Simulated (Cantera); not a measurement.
Feed: 1 mol AlCl3, 0.73 mol N2O, 42 mol H2, at 0.100 bar.

Equilibrium computed with Cantera from the NASA thermochemical tables; the gas is ideal and each condensed phase is pure. Candidate condensed phases: Al, AlCl3, AlN, Al2O3, H2O, NH4Cl; 45 gas species. Mutual solubility and eutectic melting of coexisting phases are not modelled. Condensed phases not in the tables: AlOCl, aluminium oxynitride. Rates play no part.

Question: What share of the Al ends up in condensed phases as a function of T (K), at 673, 873, 1073, 1273, 1473, 1673, 1873, 2073, 2273?

Answer: 
```
T (K)  Al condensed (%)                 as
-----  ----------------  -----------------
673                73.2  AlN(s) + Al2O3(s)
873                67.5  AlN(s) + Al2O3(s)
1073               62.8  AlN(s) + Al2O3(s)
1273               59.4  AlN(s) + Al2O3(s)
1473               50.9  AlN(s) + Al2O3(s)
1673               48.6           Al2O3(s)
1873               48.0           Al2O3(s)
2073               44.6           Al2O3(s)
2273               31.7           Al2O3(s)
```
